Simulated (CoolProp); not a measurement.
Model: reference Helmholtz-energy equation of state, Rui 2013, in CoolProp.

Problem. For R236EA, give the phase and the cp (kJ/(kg K)), Prandtl number at 261.8 K and 0.0983 MPa; 249.8 K and 0.168 MPa; 263.4 K and 0.0226 MPa.

Solution. 
- 261.8 K and 0.0983 MPa: liquid; cp 1.22, Prandtl number 8.70
- 249.8 K and 0.168 MPa: liquid; cp 1.21, Prandtl number 10.3
- 263.4 K and 0.0226 MPa: gas; cp 0.798, Prandtl number 0.643

Viscosity comes from a separate model (Huber 2003), an estimate that may be off by 10 % or more. Thermal conductivity comes from a separate model (Huber 2003), an estimate that may be off by 10 % or more.
